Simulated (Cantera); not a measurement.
An isothermal, constant-pressure homogeneous reactor starts with H₂ : O₂ : N₂ = 0.14 : 1 : 0.14 (molar parts), at 1225 K and 0.0267 bar. Integrator tolerance rtol = 1e-08.

Model: GRI-Mech 3.0 (53 species, 325 reactions), integrated in Cantera. Radical loss at walls, strong at low pressure, is not modelled. The temperature is held fixed by assumption; the heat of reaction is taken as removed at once.

### Question
What does this change do: pressure from 0.0267 bar to 0.00110 bar?

### Answer
```tsv
quantity	before	after
x(H₂) at 3.00 s	1.20e-7 (gas-phase equilibrium 1.72e-8)	0.00172 (gas-phase equilibrium 8.47e-8)
x(O₂) at 3.00 s	0.769 (gas-phase equilibrium 0.769)	0.742 (gas-phase equilibrium 0.768)
x(N₂O) at 3.00 s	6.49e-9 (gas-phase equilibrium 7.50e-10)	1.28e-10 (gas-phase equilibrium 1.52e-10)
x(H) at 3.00 s	4.56e-9 (gas-phase equilibrium 2.52e-10)	0.00862 (gas-phase equilibrium 2.75e-9)
x(HO₂) at 3.00 s	1.71e-8 (gas-phase equilibrium 2.02e-8)	4.04e-7 (gas-phase equilibrium 9.13e-9)
```
